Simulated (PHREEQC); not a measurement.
0.018 g of hydrous ferric oxide (600 m²/g; 0.2 weak and 0.005 strong sites per Fe, Dzombak-Morel constants, diffuse double layer) in 1 kg of water with 0.001 mol/kgw of an inert sodium salt and 9.4e-05 mol MnCl2, 3.5e-07 mol CaCl2 and 9.3e-08 mol ZnSO4, at 25 °C; the pH is set by adding NaOH or the inert anion's acid. The system is closed to oxygen. CO2 from the air is kept out. Precipitation was switched off in this run.

Computed with PHREEQC (ion-association model, wateq4f.dat).

| pH | Mn sorbed (%) | Ca sorbed (%) | S sorbed (%) | Zn sorbed (%) | surface charge σ (C/m²) |
|---|---|---|---|---|---|
| 3 | 0.0 | 0.0 | 100.0 | 0.0 | 0.257 |
| 3.5 | 0.0 | 0.0 | 100.0 | 0.0 | 0.182 |
| 4 | 0.0 | 0.0 | 99.9 | 0.0 | 0.125 |
| 4.5 | 0.0 | 0.0 | 99.8 | 0.0 | 0.084 |
| 5 | 0.0 | 0.0 | 98.8 | 0.1 | 0.055 |
| 5.5 | 0.0 | 0.0 | 92.7 | 0.7 | 0.034 |
| 6 | 0.2 | 0.0 | 64.4 | 5.1 | 0.021 |
| 6.5 | 0.8 | 0.0 | 19.9 | 16.5 | 0.013 |
| 7 | 1.6 | 0.0 | 3.2 | 30.4 | 0.007 |
| 7.5 | 4.6 | 0.0 | 0.6 | 58.7 | 0.004 |
| 8 | 11.0 | 0.1 | 0.2 | 76.4 | 0.004 |
| 8.5 | 16.9 | 0.1 | 0.1 | 73.2 | 0.003 |
| 9 | 20.2 | 0.1 | 0.0 | 39.3 | 0.003 |
| 9.5 | 21.5 | 0.1 | 0.0 | 7.7 | 0.003 |
| 10 | 22.0 | 0.1 | 0.0 | 1.0 | 0.003 |
| 10.5 | 22.1 | 0.2 | 0.0 | 0.1 | 0.003 |
| 11 | 22.2 | 0.4 | 0.0 | 0.0 | 0.002 |

Along this series the solution becomes supersaturated in solids that the run did not let form, among them Pyrochroite. The oxide is taken as insoluble; below pH 4 it would dissolve.
